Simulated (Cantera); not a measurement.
Cantera run:

```python
import numpy as np
import cantera as ct

gas_names = """
    C CH CH2 CH3 CH2OH CH3O CH4 CH3OH CO CO2 COOH C2 C2H CHCO,ketyl C2H2,acetylene C2H2,vinylidene
    CH2CO,ketene C2H3,vinyl CH3CO,acetyl C2H4 C2H4O,ethylen CH3CHO,ethanal CH3COOH (HCOOH)2 C2H5 C2H6
    CH3OCH3 C2H5OH C2O C3 C3H3,propargyl C3H4,allene C3H4,propyne C3H4,cyclo- C3H5,allyl C3H6,propylene
    C3H6,cyclo- C3H6O C3H7,n-propyl C3H7,i-propyl C3H8 C3H8O,1propanol C3H8O,2propanol C3O2 C4 C4H2
    C4H4,1,3-cyclo- C4H6,butadiene C4H6,2-butyne C4H6,cyclo- C4H8,1-butene C4H8,cis2-buten
    C4H8,tr2-butene C4H8,isobutene C4H8,cyclo- (CH3COOH)2 C4H9,n-butyl C4H9,i-butyl C4H9,s-butyl
    C4H9,t-butyl C4H10,isobutane C4H10,n-butane C5 C5H6,1,3cyclo- C5H8,cyclo- C5H10,1-pentene
    C5H10,cyclo- C5H11,pentyl C5H11,t-pentyl C5H12,n-pentane C5H12,i-pentane CH3C(CH3)2CH3 C6H2
    C6H5,phenyl C6H5O,phenoxy C6H6 C6H5OH,phenol C6H10,cyclo- C6H12,1-hexene C6H12,cyclo- C6H13,n-hexyl
    C7H7,benzyl C7H8 C7H8O,cresol C7H14,1-heptene C7H15,n-heptyl C7H16,n-heptane C8H8,styrene
    C8H10,ethylbenz C8H16,1-octene C8H17,n-octyl C8H18,isooctane C8H18,n-octane C9H19,n-nonyl
    C10H8,naphthale C10H21,n-decyl C12H9,o-bipheny C12H10,bipheny Fe FeC5O5 FeO Fe(OH)2 H HCO HO2 H2
    HCHO,formaldehy HCOOH H2O H2O2 O OH O2 O3
""".split()
cond_names = """
    C(gr) C6H6(L) C7H8(L) C8H18(L),n-octa Fe(a) Fe(c) Fe(d) Fe(L) FeC5O5(L) FeO(s) FeO(L) Fe(OH)2(s)
    Fe(OH)3(s) Fe2O3(s) Fe3O4(s) H2O(s) H2O(L)
""".split()


def load(file, names, dense=False):
    # The tables refer to 1 bar. Condensed volumes are neglected.
    table = {s.name: s for s in ct.Species.list_from_file(file)}
    out = []
    for n in names:
        d = dict(table[n].input_data)
        d["thermo"] = dict(d["thermo"], **{"reference-pressure": 1e5})
        if dense:
            d["equation-of-state"] = {"model": "constant-volume", "density": "1e6 g/cm^3"}
        out.append(ct.Species.from_dict(d))
    return out


gas = ct.Solution(thermo="ideal-gas", species=load("nasa_gas.yaml", gas_names))
cond = {s.name: ct.Solution(thermo="fixed-stoichiometry", species=[s], name=s.name)
        for s in load("nasa_condensed.yaml", cond_names, dense=True)}
atoms = {
    'Fe(CO)5': {'Fe': 1, 'C': 5, 'O': 5},
    'H2': {'H': 2},
}
top_T = {'C(gr)': 4500, 'Fe2O3(s)': 1830, 'Fe3O4(s)': 1870}  # K; cautious upper limits of use, not melting points


def equilibrate(T, P, feed):
    n = {}
    for name, mol in feed.items():
        for a, k in atoms[name].items():
            n[a] = n.get(a, 0.0) + k * mol
    gas.TPX = T, P, n
    mass = sum(n.values()) * gas.mean_molecular_weight
    gas.equilibrate("TP")
    valid = [c for c in cond.values() if c.min_temp <= T <= top_T.get(c.name, c.max_temp)]
    mix = ct.Mixture([(gas, mass / gas.mean_molecular_weight)] + [(c, 0.0) for c in valid])
    mix.T, mix.P = T, P
    mix.equilibrate("TP", solver="vcs", rtol=1e-11, max_steps=5000)
    return mix


results = []
feed = {'Fe(CO)5': 1, 'H2': 94}  # mol
T = 1073  # K
P = 660  # Pa
mix = equilibrate(T, P, feed)
results.append((T, P, feed, dict(zip(mix.species_names, mix.species_moles))))
x = sorted(zip(gas.X, gas.species_names), reverse=True)
print(f"T = {T:g} K  P = {P:g} Pa  gas = {mix.phase_moles(0):.4g} mol")
print("   x: " + "  ".join(f"{s} {v:.3e}" for v, s in x if v > 1e-06))
print("   condensed (mol): " + ("  ".join(f"{mix.phase(i).name} {mix.phase_moles(i):.4g}"
      for i in range(1, mix.n_phases) if mix.phase_moles(i) > 1e-12) or "none"))
```

Output:

```
T = 1073 K  P = 660 Pa  gas = 98.98 mol
   x: H2 9.494e-01  CO 5.040e-02  CH4 1.089e-04  H2O 1.030e-04  CO2 5.924e-06
   condensed (mol): Fe(a) 1
```

These are equilibrium values from Cantera (NASA tables, ideal gas, pure condensed phases), not measurements of a reactor.
